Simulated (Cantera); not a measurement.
**Carbothermic reduction: CuO + CO + H₂ + CH₄**

Input: 1 mol CuO, 11 mol CO, 0.44 mol H₂, 0.65 mol CH₄, held at 977 °C and 1.00 Torr.

These are equilibrium values from Cantera (NASA tables, ideal gas, pure condensed phases), not measurements of a reactor. Candidate condensed phases: C, C₆H₆, C₇H₈, C₈H₁₈, Cu, CuO, Cu(OH)₂, Cu₂O, H₂O; 113 gas species. Kinetics and transport are ignored.

```
Property                                    Value
--------------------------------------  ---------
x(CO)                                       0.849
x(H₂)                                       0.125
x(CO₂)                                     0.0212
x(H₂O)                                    0.00490
x(Cu)                                     3.48e-5
x(H)                                      4.68e-6
n(Cu(s))                                1.000 mol
gas amount                              13.39 mol
log10 activity of C(graphite) (absent)      -3.36
log10 activity of Cu(OH)₂(s) (absent)      -15.68
```
